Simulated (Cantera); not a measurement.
**Adiabatic ignition**

An adiabatic, constant-volume homogeneous reactor starts with CO : H2 : CH4 : O2 : N2 = 1 : 0.75 : 0.22 : 0.877 : 3.3 (molar parts), equivalence ratio 1.5, at 1600 K and 0.220 bar.

Cantera simulation using GRI-Mech 3.0 (53 species, 325 reactions); the numbers are that mechanism's predictions, not measurements.

```json
[
 {"t (s)": "4.00e-6", "T (K)": "1600", "P (bar)": "0.220", "x CO": "0.163", "x H2": "0.122", "x CH4": "0.0358", "x O": "1.08e-7", "x H2O": "2.18e-7", "x NO2": "<1e-12", "x C2H2": "<1e-12"},
 {"t (s)": "1.13e-5", "T (K)": "1600", "P (bar)": "0.220", "x CO": "0.163", "x H2": "0.122", "x CH4": "0.0358", "x O": "3.93e-7", "x H2O": "2.48e-6", "x NO2": "<1e-12", "x C2H2": "<1e-12"},
 {"t (s)": "3.17e-5", "T (K)": "1600", "P (bar)": "0.220", "x CO": "0.163", "x H2": "0.122", "x CH4": "0.0358", "x O": "3.70e-6", "x H2O": "4.64e-5", "x NO2": "<1e-12", "x C2H2": "<1e-12"},
 {"t (s)": "8.94e-5", "T (K)": "1655", "P (bar)": "0.228", "x CO": "0.164", "x H2": "0.116", "x CH4": "0.0277", "x O": "0.000476", "x H2O": "0.0120", "x NO2": "3.51e-12", "x C2H2": "3.48e-6"},
 {"t (s)": "0.000252", "T (K)": "2410", "P (bar)": "0.335", "x CO": "0.141", "x H2": "0.0452", "x CH4": "<1e-12", "x O": "0.0209", "x H2O": "0.105", "x NO2": "3.03e-9", "x C2H2": "<1e-12"},
 {"t (s)": "0.000710", "T (K)": "2677", "P (bar)": "0.366", "x CO": "0.142", "x H2": "0.0439", "x CH4": "<1e-12", "x O": "0.0153", "x H2O": "0.118", "x NO2": "5.34e-8", "x C2H2": "<1e-12"},
 {"t (s)": "0.00200", "T (K)": "2824", "P (bar)": "0.382", "x CO": "0.142", "x H2": "0.0429", "x CH4": "<1e-12", "x O": "0.0115", "x H2O": "0.126", "x NO2": "4.37e-7", "x C2H2": "<1e-12"},
 {"t (s)": "0.00563", "T (K)": "2823", "P (bar)": "0.381", "x CO": "0.143", "x H2": "0.0434", "x CH4": "<1e-12", "x O": "0.0109", "x H2O": "0.126", "x NO2": "7.51e-7", "x C2H2": "<1e-12"},
 {"t (s)": "0.0159", "T (K)": "2822", "P (bar)": "0.381", "x CO": "0.143", "x H2": "0.0434", "x CH4": "<1e-12", "x O": "0.0108", "x H2O": "0.126", "x NO2": "7.73e-7", "x C2H2": "<1e-12"},
 {"t (s)": "0.0447", "T (K)": "2822", "P (bar)": "0.381", "x CO": "0.143", "x H2": "0.0434", "x CH4": "<1e-12", "x O": "0.0108", "x H2O": "0.126", "x NO2": "7.73e-7", "x C2H2": "<1e-12"},
 {"t (s)": "0.126", "T (K)": "2822", "P (bar)": "0.381", "x CO": "0.143", "x H2": "0.0434", "x CH4": "<1e-12", "x O": "0.0108", "x H2O": "0.126", "x NO2": "7.73e-7", "x C2H2": "<1e-12"},
 {"t (s)": "0.355", "T (K)": "2822", "P (bar)": "0.381", "x CO": "0.143", "x H2": "0.0434", "x CH4": "<1e-12", "x O": "0.0108", "x H2O": "0.126", "x NO2": "7.73e-7", "x C2H2": "<1e-12"},
 {"t (s)": "1.00", "T (K)": "2822", "P (bar)": "0.381", "x CO": "0.143", "x H2": "0.0434", "x CH4": "<1e-12", "x O": "0.0108", "x H2O": "0.126", "x NO2": "7.73e-7", "x C2H2": "<1e-12"}
]
```
x: mole fraction; the columns are a selection and need not sum to one.

```json
{
  "time_of_steepest_temperature_rise": "0.108 ms",
  "temperature at 1.00 s": "2822 K",
  "equilibrium_temperature": "2822 K",
  "x(CO) at 1.00 s": "0.143 (gas-phase equilibrium 0.143)",
  "x(H2) at 1.00 s": "0.0434 (gas-phase equilibrium 0.0434)",
  "x(CH4) at 1.00 s": "<1e-12 (gas-phase equilibrium <1e-12)"
}
```
